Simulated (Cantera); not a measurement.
A perfectly stirred reactor is fed with H2 : O2 = 0.39 : 1 (molar parts), equivalence ratio 0.20, at 3600 Pa; it is held at 1325 K, and followed from long to short residence time.

Model: GRI-Mech 3.0 (53 species, 325 reactions), integrated in Cantera. Radical loss at walls, strong at low pressure, is not modelled. The temperature is held fixed by assumption; the heat of reaction is taken as removed at once.

```
quantity                  before    after
----------------------  --------  -------
x(H2) at τ = 3.30 s     0.000174  0.00175
x(O2) at τ = 3.30 s        0.673    0.665
x(H) at τ = 3.30 s       3.70e-5  0.00209
x(HO2) at τ = 3.30 s     2.96e-6  2.15e-6
x(H2O2) at τ = 3.30 s    2.22e-7  1.13e-7
x(H2) at τ = 32.0 ms     0.00347   0.0169
x(O2) at τ = 32.0 ms       0.662    0.586
x(H) at τ = 32.0 ms      0.00378   0.0744
x(HO2) at τ = 32.0 ms    1.86e-5  2.80e-6
x(H2O2) at τ = 32.0 ms   9.26e-7  1.36e-7
```

Problem. Which change was made?
A. temperature 1325 to 1175 K
B. H2 0.39 to 0.13 parts
C. pressure from 3600 Pa to 480 Pa
D. H2 0.39 to 0.076 parts

Solution. C, pressure from 3600 Pa to 480 Pa
